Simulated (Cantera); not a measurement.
A closed system holds: 1 mol c-C₄F₈, 0.22 mol F₂, 2.4 mol H₂, 0.062 mol CH₄, equilibrated at 1652 °C and 0.00133 bar.

These are equilibrium values from Cantera (NASA tables, ideal gas, pure condensed phases), not measurements of a reactor. Candidate condensed phases: C, C₆H₆, C₇H₈, C₈H₁₈; 95 gas species. The feed counts by its element totals alone. Gases not in the tables: C₂F₆ and larger saturated fluorocarbons. Rates play no part.

Base state: HF 0.807, CF₄ 0.0984, CF₂ 0.0502, F 0.0431, CF₃ 0.00158, CF 0.000136 (mole fractions); condensed: C(graphite).

Task: What changes in the equilibrium state with this change: temperature from 1652 °C to 1600 °C?

Result: 
```tsv
species	before	after
HF	0.807	0.825
CF₄	0.0984	0.114
CF₂	0.0502	0.0335
F	0.0431	0.0259
CF	0.000136	6.13e-5
CF₃	0.00158	0.00119
C(graphite), mol	3.12	3.15
```
